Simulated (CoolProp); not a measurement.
Model: reference Helmholtz-energy equation of state, Marx 1992, in CoolProp.

**Question.** For R113, give the phase and the cv (kJ/(kg K)) at 393.4 K and 26 kPa.

**Answer.** 
- 393.4 K and 26 kPa: gas; cv 0.692
